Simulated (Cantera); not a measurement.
# Adiabatic ignition

An adiabatic, constant-pressure homogeneous reactor starts with 12.1 % CO, 0.593 % H₂, 6.54 % O₂, 61.4 % N₂, 19.3 % H₂O, equivalence ratio 0.97, at 1700 K and 5.00 bar.

Cantera simulation using GRI-Mech 3.0 (53 species, 325 reactions); the numbers are that mechanism's predictions, not measurements. The hydrogen kinetics of GRI-Mech 3.0 are dated; newer H2 mechanisms differ, most at raised pressure.

```csv
t (s),T (K),x CO,x H₂,x O₂,x NO,x CO₂,x H
5.00e-6,1700,0.121,0.00587,0.0652,6.96e-11,0.000236,6.71e-5
2.48e-5,2190,0.0348,0.0113,0.0222,1.37e-5,0.0904,0.00444
0.000123,2416,0.0162,0.00484,0.0110,6.40e-5,0.111,0.000750
0.000608,2440,0.0139,0.00413,0.00958,0.000232,0.114,0.000554
0.00301,2438,0.0140,0.00415,0.00928,0.000981,0.114,0.000551
0.0149,2433,0.0142,0.00423,0.00847,0.00300,0.114,0.000544
0.0740,2431,0.0142,0.00426,0.00822,0.00365,0.113,0.000541
0.367,2431,0.0142,0.00426,0.00822,0.00365,0.113,0.000541
1.82,2431,0.0142,0.00426,0.00822,0.00365,0.113,0.000541
9.00,2431,0.0142,0.00426,0.00822,0.00365,0.113,0.000541
```
x: mole fraction; the columns are a selection and need not sum to one.

```json
{
 "time_of_steepest_temperature_rise": "13.2 µs",
 "temperature at 9.00 s": "2431 K",
 "equilibrium_temperature": "2431 K",
 "x(CO) at 9.00 s": "0.0142 (gas-phase equilibrium 0.0142)",
 "x(H₂) at 9.00 s": "0.00426 (gas-phase equilibrium 0.00426)",
 "x(O₂) at 9.00 s": "0.00822 (gas-phase equilibrium 0.00822)"
}
```
